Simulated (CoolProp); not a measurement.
Vapour-liquid equilibrium of R134a (1) + R124 (2) at 308.2 K; x and y are mole fractions of (1).

Computed with CoolProp (multi-fluid Helmholtz-energy mixture model, Tillner-Roth 1994 and de Vries 1995; pair parameters Bell 2016).

```tsv
x	bubble pressure (bar)	y at the bubble point	dew pressure at overall composition x (bar)	liquid density (mol/L)
0.05	5.392	___	5.296	9.741
0.15	5.837	0.232	5.584	9.885
0.25	6.263	0.357	___	10.03
0.35	___	___	6.236	10.19
0.45	7.055	0.565	6.603	10.36
0.55	7.423	0.654	6.994	10.53
0.65	7.774	0.736	7.407	___
0.75	8.110	0.814	7.835	10.90
0.85	8.430	0.889	8.265	11.11
0.95	8.735	0.963	___	11.33
```

Some entries are withheld; supply them.


- 0.05, y at the bubble point: 0.084
- 0.25, dew pressure at overall composition x (bar): 5.897
- 0.35, bubble pressure (bar): 6.668
- 0.35, y at the bubble point: 0.467
- 0.65, liquid density (mol/L): 10.71
- 0.95, dew pressure at overall composition x (bar): 8.683

No azeotrope shows between x = 0.05 and 0.95.

The pair parameters rest on a limited set of measurements; away from them the model extrapolates.
